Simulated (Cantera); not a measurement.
A closed system holds: 1 mol Fe₃O₄, 2600 mol H₂, 5.4 mol N₂, held at 1352 °C and 0.00133 bar.

Cantera equilibrium calculation (NASA polynomials, part measured and part estimated; ideal gas, pure solids and liquids). Candidate condensed phases: Fe, FeO, Fe(OH)₂, Fe(OH)₃, Fe₂O₃, Fe₃O₄, H₂O; 27 gas species. Equilibrium is a limit: real reactors are often held back by kinetics, nucleation or transport.

Base state: H₂ 0.993, N₂ 0.00207, H 0.00193, H₂O 0.00153, Fe 0.00115 (mole fractions); condensed: gas only.

**Question.** What changes in the equilibrium state with this change: Fe₃O₄ replaced by SiO₂?

**Answer.** 
| species | before | after |
|---|---|---|
| H₂ | 0.993 | 0.995 |
| N₂ | 0.00207 | 0.00207 |
| H | 0.00193 | 0.00193 |
| Fe | 0.00115 | 0 |
| H₂O | 0.00153 | 0.000383 |
| SiO | 0 | 0.000383 |
Further candidate phases: Si, SiO₂, Si₂N₂O, Si₃N₄.
